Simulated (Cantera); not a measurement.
Cantera run:

```python
import numpy as np
import cantera as ct

gas_names = [...]  # 109 gases of nasa_gas.yaml made of C, Cl, H, Si
cond_names = """
    C(gr) C6H6(L) C7H8(L) C8H18(L),n-octa Si(cr) Si(L) SiC(b)
""".split()


# ... load() reads the species with a 1 bar reference pressure and builds the phases ...
atoms = {
    'SiHCl3': {'Si': 1, 'H': 1, 'CL': 3},
    'C3H8': {'C': 3, 'H': 8},
    'H2': {'H': 2},
}
top_T = {'C(gr)': 4500, 'SiC(b)': 3050}  # K; cautious upper limits of use, not melting points


# ... equilibrate(T, P, feed) seeds the gas with the atoms and calls Mixture.equilibrate('TP', solver="vcs", rtol=1e-11, max_steps=5000) ...
results = []
T = 1700  # K
P = 133.322  # Pa
for m in [2.9, 10, 18, 25, 33, 41, 48, 56]:
    feed = {'SiHCl3': 1, 'C3H8': 0.0038, 'H2': m}  # mol
    mix = equilibrate(T, P, feed)
    results.append((T, P, feed, dict(zip(mix.species_names, mix.species_moles))))
    x = sorted(zip(gas.X, gas.species_names), reverse=True)
    print(f"T = {T:g} K  P = {P:g} Pa  n(H2) = {m:g} mol  gas = {mix.phase_moles(0):.4g} mol")
    print("   x: " + "  ".join(f"{s} {v:.3e}" for v, s in x if v > 1e-06))
    print("   condensed (mol): " + ("  ".join(f"{mix.phase(i).name} {mix.phase_moles(i):.4g}"
          for i in range(1, mix.n_phases) if mix.phase_moles(i) > 1e-12) or "none"))
```

Result:

```
T = 1700 K  P = 133.322 Pa  n(H2) = 2.9 mol  gas = 4.924 mol
   x: H2 5.886e-01  HCL 2.067e-01  SiCL2 1.981e-01  H 3.096e-03  SiCL3 1.569e-03  CL 8.452e-04  SiCL 6.187e-04  Si 3.879e-04  SiCL4 2.445e-05  SiH 1.681e-05  SiHCL3 1.347e-05  SiH2 6.366e-06  Si2C 2.340e-06  Si2 1.296e-06  SiH2CL2 1.295e-06
   condensed (mol): SiC(b) 0.01139
T = 1700 K  P = 133.322 Pa  n(H2) = 10 mol  gas = 12.05 mol
   x: H2 8.110e-01  HCL 1.201e-01  SiCL2 6.368e-02  H 3.634e-03  Si 5.090e-04  CL 4.183e-04  SiCL 4.018e-04  SiCL3 2.496e-04  SiH 2.590e-05  SiH2 1.151e-05  Si2C 3.071e-06  SiHCL3 2.516e-06  Si2 2.231e-06  SiCL4 1.926e-06
   condensed (mol): Si(L) 0.2068  SiC(b) 0.01136
T = 1700 K  P = 133.322 Pa  n(H2) = 18 mol  gas = 20.07 mol
   x: H2 8.772e-01  HCL 8.693e-02  SiCL2 3.086e-02  H 3.780e-03  Si 5.090e-04  CL 2.912e-04  SiCL 2.797e-04  SiCL3 8.420e-05  SiH 2.693e-05  SiH2 1.245e-05  Si2C 3.071e-06  Si2 2.231e-06
   condensed (mol): Si(L) 0.3507  SiC(b) 0.01134
T = 1700 K  P = 133.322 Pa  n(H2) = 25 mol  gas = 27.09 mol
   x: H2 9.047e-01  HCL 7.064e-02  SiCL2 1.976e-02  H 3.838e-03  Si 5.090e-04  CL 2.330e-04  SiCL 2.238e-04  SiCL3 4.314e-05  SiH 2.735e-05  SiH2 1.284e-05  Si2C 3.071e-06  Si2 2.231e-06
   condensed (mol): Si(L) 0.431  SiC(b) 0.01132
T = 1700 K  P = 133.322 Pa  n(H2) = 33 mol  gas = 35.11 mol
   x: H2 9.234e-01  HCL 5.847e-02  SiCL2 1.326e-02  H 3.878e-03  Si 5.090e-04  CL 1.909e-04  SiCL 1.834e-04  SiH 2.763e-05  SiCL3 2.372e-05  SiH2 1.310e-05  Si2C 3.071e-06  Si2 2.231e-06
   condensed (mol): Si(L) 0.496  SiC(b) 0.01129
T = 1700 K  P = 133.322 Pa  n(H2) = 41 mol  gas = 43.13 mol
   x: H2 9.356e-01  HCL 5.003e-02  SiCL2 9.583e-03  H 3.903e-03  Si 5.090e-04  CL 1.623e-04  SiCL 1.559e-04  SiH 2.781e-05  SiCL3 1.457e-05  SiH2 1.328e-05  Si2C 3.071e-06  Si2 2.231e-06
   condensed (mol): Si(L) 0.5438  SiC(b) 0.01127
T = 1700 K  P = 133.322 Pa  n(H2) = 48 mol  gas = 50.15 mol
   x: H2 9.432e-01  HCL 4.448e-02  SiCL2 7.515e-03  H 3.919e-03  Si 5.090e-04  CL 1.437e-04  SiCL 1.380e-04  SiH 2.793e-05  SiH2 1.338e-05  SiCL3 1.012e-05  Si2C 3.071e-06  Si2 2.231e-06
   condensed (mol): Si(L) 0.5763  SiC(b) 0.01124
T = 1700 K  P = 133.322 Pa  n(H2) = 56 mol  gas = 58.17 mol
   x: H2 9.498e-01  HCL 3.952e-02  SiCL2 5.891e-03  H 3.933e-03  Si 5.090e-04  CL 1.272e-04  SiCL 1.222e-04  SiH 2.803e-05  SiH2 1.348e-05  SiCL3 7.022e-06  Si2C 3.071e-06  Si2 2.231e-06
   condensed (mol): Si(L) 0.6059  SiC(b) 0.01122
```

Method: chemical equilibrium by Gibbs-energy minimisation in Cantera with the NASA 1993 tables (ideal gas, pure condensed phases). Mutual solubility and eutectic melting of coexisting phases are not modelled. The tables' values for SiCl3, SiCl are old estimates; treat these amounts as uncertain. Gases not in the tables: Si2H6 and higher silanes.
